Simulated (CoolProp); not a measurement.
Properties of ammonia along the isotherm 177.45 °C.

Model: reference Helmholtz-energy equation of state, Gao 2020, in CoolProp.

```json
[
 {"p (MPa)": "7.69", "phase": "gas", "cp (kJ/(kg K))": "3.523", "viscosity (µPa s)": "16.5", "conductivity (mW/(m K))": "55.5", "fugacity coefficient": "0.8358"},
 {"p (MPa)": "15.4", "phase": "supercritical", "cp (kJ/(kg K))": "7.132", "viscosity (µPa s)": "20.3", "conductivity (mW/(m K))": "91.5", "fugacity coefficient": "0.6830"},
 {"p (MPa)": "23.1", "phase": "supercritical", "cp (kJ/(kg K))": "9.871", "viscosity (µPa s)": "34.1", "conductivity (mW/(m K))": "172", "fugacity coefficient": "0.5491"},
 {"p (MPa)": "30.8", "phase": "supercritical", "cp (kJ/(kg K))": "6.877", "viscosity (µPa s)": "44.1", "conductivity (mW/(m K))": "212", "fugacity coefficient": "0.4597"},
 {"p (MPa)": "38.5", "phase": "supercritical", "cp (kJ/(kg K))": "5.841", "viscosity (µPa s)": "50.1", "conductivity (mW/(m K))": "240", "fugacity coefficient": "0.4037"},
 {"p (MPa)": "46.2", "phase": "supercritical", "cp (kJ/(kg K))": "5.336", "viscosity (µPa s)": "54.6", "conductivity (mW/(m K))": "262", "fugacity coefficient": "0.3666"},
 {"p (MPa)": "53.8", "phase": "supercritical", "cp (kJ/(kg K))": "5.037", "viscosity (µPa s)": "58.2", "conductivity (mW/(m K))": "280", "fugacity coefficient": "0.3411"},
 {"p (MPa)": "61.5", "phase": "supercritical", "cp (kJ/(kg K))": "4.833", "viscosity (µPa s)": "61.4", "conductivity (mW/(m K))": "296", "fugacity coefficient": "0.3226"},
 {"p (MPa)": "69.2", "phase": "supercritical", "cp (kJ/(kg K))": "4.685", "viscosity (µPa s)": "64.3", "conductivity (mW/(m K))": "311", "fugacity coefficient": "0.3092"},
 {"p (MPa)": "76.9", "phase": "supercritical", "cp (kJ/(kg K))": "4.573", "viscosity (µPa s)": "66.9", "conductivity (mW/(m K))": "324", "fugacity coefficient": "0.2995"},
 {"p (MPa)": "84.6", "phase": "supercritical", "cp (kJ/(kg K))": "4.484", "viscosity (µPa s)": "69.4", "conductivity (mW/(m K))": "337", "fugacity coefficient": "0.2925"},
 {"p (MPa)": "92.3", "phase": "supercritical", "cp (kJ/(kg K))": "4.411", "viscosity (µPa s)": "71.7", "conductivity (mW/(m K))": "349", "fugacity coefficient": "0.2876"},
 {"p (MPa)": "100", "phase": "supercritical", "cp (kJ/(kg K))": "4.351", "viscosity (µPa s)": "73.8", "conductivity (mW/(m K))": "360", "fugacity coefficient": "0.2845"}
]
```

The peak of cp marks the crossing from liquid-like to gas-like fluid above the critical point.

Viscosity comes from a separate model (Fenghour 1995). Thermal conductivity comes from a separate model (Tufeu 1984).
